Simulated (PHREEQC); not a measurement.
Consider water at 25 °C with 0.057 mol/kgw CdI2, 0.026 mol/kgw CdCl2, 0.00014 mol/kgw KI, 0.0034 mol/kgw Na2HPO4 and 0.011 mol/kgw H3PO4. Closed to the air; pH follows from the charge balance.

Computed with PHREEQC (ion-association model, wateq4f.dat).

Task: The ionic strength comes out as 0.0994 mol/kgw. What activity coefficients do K+, Cl-, H2PO4-, I-, Cd+2 get?

Result: K+ 0.76, Cl- 0.76, H2PO4- 0.79, I- 0.78, Cd+2 0.37.

This is a speciation only: nothing precipitates in the calculation. H3PO4, which wateq4f.dat lacks, is added to it with the constant of phreeqc.dat. The database has no phosphate complexes of Cd.
